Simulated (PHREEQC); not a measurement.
A solution holds 0.088 mol NH4HF2 and 0.032 mol H2SiF6 per kg of water, at 25 °C. Closed to the air; pH follows from the charge balance.

Computed with PHREEQC (ion-association model, wateq4f.dat).

No solid was allowed to form.

**Question.** What pH, ionic strength does the model give?

**Answer.** pH 2.39; ionic strength 0.125 mol/kgw.

**Question.** In which forms is F present?

**Answer.** SiF6-2 52 %, HF 25 %, H2F2 13 %, F- 5.8 %, HF2- 4.2 % of the F.

Complexes and solids missing from the database can't appear. wateq4f.dat counts part of the HF as a dimer, H2F2, which phreeqc.dat doesn't know; its constant is uncertain. SiF6-2 is the database's only silicon fluoride.
